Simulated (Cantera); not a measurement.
Input: 1 mol Si3N4, 0.36 mol H2O, 7 mol H2, at 10.0 Torr.

Cantera equilibrium calculation (NASA polynomials, part measured and part estimated; ideal gas, pure solids and liquids). Candidate condensed phases: H2O, Si, SiO2, Si2N2O, Si3N4; 35 gas species. The tables' values for SiN are old estimates; treat these amounts as uncertain. Gases not in the tables: Si2H6 and higher silanes. Rates play no part. All values below are at 1973 K.

Base state: H2 0.746, N2 0.204, SiO 0.0368, H 0.0101, Si 0.00237, SiH 0.000171, SiH2 6.78e-5, Si2N 4.62e-5 (mole fractions); condensed: Si(l).

Q: What changes in the equilibrium state with this change: pressure from 10.0 Torr to 34.5 Torr?

A: 
| species | before | after |
|---|---|---|
| H2 | 0.746 | 0.752 |
| N2 | 0.204 | 0.205 |
| SiO | 0.0368 | 0.0369 |
| H | 0.0101 | 0.00545 |
| Si | 0.00237 | 0.000686 |
| Si2 | 2.30e-5 | 6.66e-6 |
| SiN | 3.43e-5 | 1.85e-5 |
| Si2N | 4.62e-5 | 2.49e-5 |
| Si(l), mol | 2.61 | 2.63 |
